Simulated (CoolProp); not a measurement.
Chloromethane (R40) at several states: fugacity coefficient from the reference equation and from simpler models built on Tc = 418.6 K, pc = 6929 kPa, ω = 0.150; each cubic takes its own stable root.

Values from CoolProp's reference Helmholtz-energy equation of state, Thol 2014.

| T (K) | p (kPa) | phase | reference |
|---|---|---|---|
| 279.9 | 29.2 | gas | 0.9938 |
| 391 | 34.5 | gas | 0.9977 |
| 495.5 | 1340 | gas | 0.9603 |
| 368.5 | 8450 | liquid | 0.3027 |
| 410.5 | 1380 | gas | 0.9229 |

How far does each simpler model (van der Waals, Redlich-Kwong, Soave-Redlich-Kwong) lie from the reference over these 5 states: mean and median of the absolute difference, and the worst?


- van der Waals: mean 8.6 %, median 0.3 %, worst +40.5 % at 368.5 K and 8450 kPa
- Redlich-Kwong: mean 2.5 %, median 0.2 %, worst +11.8 % at 368.5 K and 8450 kPa
- Soave-Redlich-Kwong: mean 1.2 %, median 0.3 %, worst +5.1 % at 368.5 K and 8450 kPa
